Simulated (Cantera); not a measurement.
What does this Cantera script print?

```python
import numpy as np
import cantera as ct

gas_names = """
    B BH BH2 BH3 BN B2 H H2 N NH NH2 NH3 N2 N2H2 N2H4
""".split()
cond_names = """
    B(b) B(L) BN(s)
""".split()


# ... load() reads the species with a 1 bar reference pressure and builds the phases ...
atoms = {
    'B2H6': {'B': 2, 'H': 6},
    'H2': {'H': 2},
    'N2': {'N': 2},
}
top_T = {'BN(s)': 3200}  # K; cautious upper limits of use, not melting points


# ... equilibrate(T, P, feed) seeds the gas with the atoms and calls Mixture.equilibrate('TP', solver="vcs", rtol=1e-11, max_steps=5000) ...
results = []
feed = {'B2H6': 1, 'H2': 100, 'N2': 1.7}  # mol
T = 1698.15  # K
P = 9700  # Pa
mix = equilibrate(T, P, feed)
results.append((T, P, feed, dict(zip(mix.species_names, mix.species_moles))))
x = sorted(zip(gas.X, gas.species_names), reverse=True)
print(f"T = {T:g} K  P = {P:g} Pa  gas = {mix.phase_moles(0):.4g} mol")
print("   x: " + "  ".join(f"{s} {v:.3e}" for v, s in x if v > 0.0001))
print("   condensed (mol): " + ("  ".join(f"{mix.phase(i).name} {mix.phase_moles(i):.4g}"
      for i in range(1, mix.n_phases) if mix.phase_moles(i) > 1e-12) or "none"))
```

Output:

```
T = 1698.15 K  P = 9700 Pa  gas = 103.7 mol
   x: H2 9.928e-01  N2 6.749e-03  H 4.633e-04
   condensed (mol): BN(s) 2
```

These are equilibrium values from Cantera (NASA tables, ideal gas, pure condensed phases), not measurements of a reactor. The feed counts by its element totals alone.
